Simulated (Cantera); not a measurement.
Counterflow diffusion flame

A counterflow diffusion flame at 101000 Pa, nozzles 20 mm apart: fuel side 41.3 % CH4, 49.6 % H2, 9.09 % N2 at 525 K, oxidiser side 20.0 % O2, 80.0 % N2 at 773 K, fuel mass flux 0.83 times the oxidiser's; mixture-averaged transport, no radiation.

Detailed kinetics in Cantera: GRI-Mech 3.0 (53 species, 325 reactions). GRI-Mech 3.0 has no aromatics or soot, which form on the fuel side of real flames. The maximum strain rate includes the flame's own expansion and is several times the mean.

| oxidiser flux (kg/m²/s) | max strain (1/s) | mean strain (1/s) | T max (K) | peak x OH | peak x H | peak x NO | peak x CO | peak x C2H2 |
|---|---|---|---|---|---|---|---|---|
| 0.61 | 560 | 174 | 2256 | 0.0143 | 0.0104 | 0.000263 | 0.0400 | 0.00963 |
| 0.87 | 786 | 249 | 2228 | 0.0143 | 0.0112 | 0.000229 | 0.0391 | 0.00947 |
| 1.2 | 1070 | 343 | 2210 | 0.0143 | 0.0121 | 0.000205 | 0.0386 | 0.00945 |
| 1.8 | 1580 | 514 | 2181 | 0.0140 | 0.0131 | 0.000171 | 0.0379 | 0.00934 |
| 2.6 | 2260 | 743 | 2154 | 0.0136 | 0.0139 | 0.000142 | 0.0373 | 0.00919 |
| 3.7 | 3180 | 1060 | 2126 | 0.0132 | 0.0147 | 0.000115 | 0.0369 | 0.00887 |
| 5.3 | 4500 | 1510 | 2096 | 0.0125 | 0.0154 | 8.97e-5 | 0.0367 | 0.00833 |
| 7.6 | 6370 | 2170 | 2064 | 0.0118 | 0.0159 | 6.66e-5 | 0.0368 | 0.00755 |
x: mole fraction; the columns are a selection and need not sum to one.
